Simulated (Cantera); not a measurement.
What does this Cantera script print?

```python
import numpy as np
import cantera as ct

gas_names = """
    H HNO HNO2 HNO3 HO2 H2 H2O H2O2 N NH NH2 NH3 NH2OH NO NO2 NO3 N2 N2H2 N2H4 N2O O OH O2 O3 Si SiH
    SiH2 SiH3 SiH4 SiN SiO SiO2 Si2 Si2N Si3
""".split()
cond_names = """
    H2O(s) H2O(L) Si(cr) Si(L) SiO2(Lqz) SiO2(hqz) SiO2(L) Si2N2O(s) Si3N4(a)
""".split()


def load(file, names, dense=False):
    # The tables refer to 1 bar. Condensed volumes are neglected.
    table = {s.name: s for s in ct.Species.list_from_file(file)}
    out = []
    for n in names:
        d = dict(table[n].input_data)
        d["thermo"] = dict(d["thermo"], **{"reference-pressure": 1e5})
        if dense:
            d["equation-of-state"] = {"model": "constant-volume", "density": "1e6 g/cm^3"}
        out.append(ct.Species.from_dict(d))
    return out


gas = ct.Solution(thermo="ideal-gas", species=load("nasa_gas.yaml", gas_names))
cond = {s.name: ct.Solution(thermo="fixed-stoichiometry", species=[s], name=s.name)
        for s in load("nasa_condensed.yaml", cond_names, dense=True)}
atoms = {
    'Si3N4': {'Si': 3, 'N': 4},
    'H2O': {'H': 2, 'O': 1},
    'H2': {'H': 2},
}
top_T = {'Si2N2O(s)': 2100, 'Si3N4(a)': 2400}  # K; cautious upper limits of use, not melting points


def equilibrate(T, P, feed):
    n = {}
    for name, mol in feed.items():
        for a, k in atoms[name].items():
            n[a] = n.get(a, 0.0) + k * mol
    gas.TPX = T, P, n
    mass = sum(n.values()) * gas.mean_molecular_weight
    gas.equilibrate("TP")
    valid = [c for c in cond.values() if c.min_temp <= T <= top_T.get(c.name, c.max_temp)]
    mix = ct.Mixture([(gas, mass / gas.mean_molecular_weight)] + [(c, 0.0) for c in valid])
    mix.T, mix.P = T, P
    mix.equilibrate("TP", solver="vcs", rtol=1e-11, max_steps=5000)
    return mix


results = []
feed = {'Si3N4': 1, 'H2O': 0.27, 'H2': 8.6}  # mol
P = 27  # Pa
for T in [1150, 1200, 1250, 1300, 1350, 1400, 1450]:
    mix = equilibrate(T, P, feed)
    results.append((T, P, feed, dict(zip(mix.species_names, mix.species_moles))))
    x = sorted(zip(gas.X, gas.species_names), reverse=True)
    print(f"T = {T:g} K  P = {P:g} Pa  gas = {mix.phase_moles(0):.4g} mol")
    print("   x: " + "  ".join(f"{s} {v:.3e}" for v, s in x if v > 0.001))
    print("   condensed (mol): " + ("  ".join(f"{mix.phase(i).name} {mix.phase_moles(i):.4g}"
          for i in range(1, mix.n_phases) if mix.phase_moles(i) > 1e-12) or "none"))
```

Result:

```
T = 1150 K  P = 27 Pa  gas = 8.96 mol
   x: H2 9.900e-01  N2 1.004e-02
   condensed (mol): Si2N2O(s) 0.27  Si3N4(a) 0.82
T = 1200 K  P = 27 Pa  gas = 8.96 mol
   x: H2 9.899e-01  N2 1.004e-02
   condensed (mol): Si2N2O(s) 0.27  Si3N4(a) 0.82
T = 1250 K  P = 27 Pa  gas = 8.96 mol
   x: H2 9.899e-01  N2 1.004e-02
   condensed (mol): Si2N2O(s) 0.27  Si3N4(a) 0.82
T = 1300 K  P = 27 Pa  gas = 8.96 mol
   x: H2 9.899e-01  N2 1.005e-02
   condensed (mol): Si2N2O(s) 0.2699  Si3N4(a) 0.82
T = 1350 K  P = 27 Pa  gas = 8.961 mol
   x: H2 9.897e-01  N2 1.006e-02
   condensed (mol): Si2N2O(s) 0.2696  Si3N4(a) 0.8201
T = 1400 K  P = 27 Pa  gas = 9.066 mol
   x: H2 9.782e-01  N2 2.124e-02
   condensed (mol): Si(cr) 0.1528  Si2N2O(s) 0.2679  Si3N4(a) 0.7698
T = 1450 K  P = 27 Pa  gas = 9.482 mol
   x: H2 9.351e-01  N2 6.338e-02
   condensed (mol): Si(cr) 0.7621  Si2N2O(s) 0.2614  Si3N4(a) 0.5688
```

Equilibrium computed with Cantera from the NASA thermochemical tables; the gas is ideal and each condensed phase is pure. Mutual solubility and eutectic melting of coexisting phases are not modelled.
